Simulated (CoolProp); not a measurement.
A single-stage vapour-compression cycle with cyclopropane: evaporating at 328.15 K (dew point), condensing at 352.15 K (bubble point), superheat 0 K, subcooling 8 K, compressor efficiency 0.7, no pressure losses. Each further row changes one setting.

The numbers come from the reference Helmholtz-energy equation of state, Polt 1992 in CoolProp. This equation is an older, rougher fit; its heat capacities, sound speeds and derivatives of the liquid may be far off and weren't checked against measurements.

```
case                              cooling COP  pressure ratio  discharge temperature (K)  refrigerating effect (kJ/kg)  volumetric capacity (kJ/m³)
--------------------------------  -----------  --------------  -------------------------  ----------------------------  ---------------------------
as stated                                8.54            1.64                      361.7                           311                         9180
evaporating temperature 333.15 K         11.1            1.47                      359.6                           314                        10400
condensing temperature 347.15 K          11.1            1.49                      355.0                           324                         9570
subcooling 13 K                          8.91            1.64                      361.7                           324                         9580
superheat 10 K                           8.52            1.64                      371.3                           331                         9170
compressor efficiency 0.6                7.32            1.64                      364.3                           311                         9180
```
